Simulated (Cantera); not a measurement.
## Thermodynamics of silicon epitaxy and polysilicon growth, feed Si2H6 + Cl2 + H2

A closed system holds: 1 mol Si2H6, 0.72 mol Cl2, 14 mol H2, at 100 Torr.

Method: chemical equilibrium by Gibbs-energy minimisation in Cantera with the NASA 1993 tables (ideal gas, pure condensed phases). Candidate condensed phases: Si; 19 gas species. The feed counts by its element totals alone. The tables' values for SiCl3 are old estimates; treat these amounts as uncertain. The numbers say what is thermodynamically allowed, not how fast it happens.

From 850 K to 1550 K the condensed part is Si(s). The main Si-bearing gas is SiCl4 at 850 K and SiCl2 at 1550 K.

```json
[
 {"T (K)": "850", "log p H2": "-0.89", "log p HCl": "-3.45", "log p SiCl4": "-2.74", "log p SiCl2": "-5.93", "log p SiHCl3": "-2.96", "log p SiCl3": "-5.26", "n Si(s)": "1.61"},
 {"T (K)": "950", "log p H2": "-0.89", "log p HCl": "-3.00", "log p SiCl4": "-2.77", "log p SiCl2": "-4.92", "log p SiHCl3": "-3.00", "log p SiCl3": "-4.61", "n Si(s)": "1.63"},
 {"T (K)": "1050", "log p H2": "-0.89", "log p HCl": "-2.65", "log p SiCl4": "-2.84", "log p SiCl2": "-4.13", "log p SiHCl3": "-3.07", "log p SiCl3": "-4.12", "n Si(s)": "1.67"},
 {"T (K)": "1150", "log p H2": "-0.90", "log p HCl": "-2.39", "log p SiCl4": "-3.01", "log p SiCl2": "-3.54", "log p SiHCl3": "-3.21", "log p SiCl3": "-3.80", "n Si(s)": "1.73"},
 {"T (K)": "1250", "log p H2": "-0.90", "log p HCl": "-2.22", "log p SiCl4": "-3.35", "log p SiCl2": "-3.14", "log p SiHCl3": "-3.48", "log p SiCl3": "-3.67", "n Si(s)": "1.77"},
 {"T (K)": "1350", "log p H2": "-0.90", "log p HCl": "-2.15", "log p SiCl4": "-3.90", "log p SiCl2": "-2.94", "log p SiHCl3": "-3.90", "log p SiCl3": "-3.77", "n Si(s)": "1.79"},
 {"T (K)": "1450", "log p H2": "-0.91", "log p HCl": "-2.13", "log p SiCl4": "-4.56", "log p SiCl2": "-2.86", "log p SiHCl3": "-4.40", "log p SiCl3": "-3.99", "n Si(s)": "1.79"},
 {"T (K)": "1550", "log p H2": "-0.91", "log p HCl": "-2.12", "log p SiCl4": "-5.19", "log p SiCl2": "-2.82", "log p SiHCl3": "-4.88", "log p SiCl3": "-4.23", "n Si(s)": "1.79"}
]
```
log p: log10 of the partial pressure in bar; n: condensed amount in mol.
